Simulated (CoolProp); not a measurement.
Dimethyl carbonate at 293.15 K and 0.231 MPa is throttled through a valve to 0.0603 MPa with no heat exchange. Each further row changes one setting.

Computed with CoolProp (reference Helmholtz-energy equation of state, Zhou 2011).

```csv
case,temperature change (K)
as stated,+0.1
outlet pressure 0.0181 MPa,+0.1
outlet pressure 0.0784 MPa,+0.0
```
